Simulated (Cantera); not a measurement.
What does this Cantera script print?

```python
import numpy as np
import cantera as ct

gas_names = """
    F FO FO2 F2 F2O H HF HNO HNO2 HNO3 HOF HO2 H2 H2F2 H2O H2O2 H3F3 H4F4 H5F5 H6F6 H7F7 N NF NF2 NF3 NH
    NH2 NH3 NH2OH NO NO2 NO3 N2 N2H2 N2H4 N2O O OH O2 O3
""".split()
cond_names = """
    H2O(s) H2O(L)
""".split()


# ... load() reads the species with a 1 bar reference pressure and builds the phases ...
atoms = {
    'NF3': {'N': 1, 'F': 3},
    'H2O': {'H': 2, 'O': 1},
    'H2': {'H': 2},
    'O2': {'O': 2},
}
top_T = {}  # K; cautious upper limits of use, not melting points


# ... equilibrate(T, P, feed) seeds the gas with the atoms and calls Mixture.equilibrate('TP', solver="vcs", rtol=1e-11, max_steps=5000) ...
results = []
feed = {'NF3': 1, 'H2O': 2.1, 'H2': 4.9, 'O2': 0.021}  # mol
T = 2525  # K
P = 62  # Pa
mix = equilibrate(T, P, feed)
results.append((T, P, feed, dict(zip(mix.species_names, mix.species_moles))))
print(gas.report(threshold=1e-05))
for i in range(1, mix.n_phases):
    print(f"{mix.phase(i).name:16s} {mix.phase_moles(i):12.5e} mol")
```

Result:

```
       temperature   2525 K
          pressure   62 Pa
           density   2.7284e-05 kg/m^3
  mean mol. weight   9.2386 kg/kmol
   phase of matter   gas

                          1 kg             1 kmol
                     ---------------   ---------------
          enthalpy         1.039e+07         9.599e+07  J
   internal energy        8.1176e+06        7.4996e+07  J
           entropy             29762        2.7496e+05  J/K
    Gibbs function       -6.4759e+07       -5.9829e+08  J
 heat capacity c_p            3177.8             29359  J/K
 heat capacity c_v            2277.8             21044  J/K

                      mass frac. Y      mole frac. X     chem. pot. / RT
                     ---------------   ---------------   ---------------
                 F         0.0031281         0.0015211           -32.475
                 H          0.046732           0.42832           -14.783
                HF           0.49945           0.23064           -47.258
                H2          0.031583           0.14473           -29.567
               H2O           0.10004          0.051305           -50.419
                NO         0.0035742         0.0011005           -40.054
                N2           0.11565          0.038141           -38.404
                 O           0.10869           0.06276           -20.852
                OH          0.059592          0.032372           -35.635
                O2          0.031557         0.0091114           -41.704
     [  +30 minor]        5.0706e-06        3.0958e-06
```

Equilibrium computed with Cantera from the NASA thermochemical tables; the gas is ideal and each condensed phase is pure.
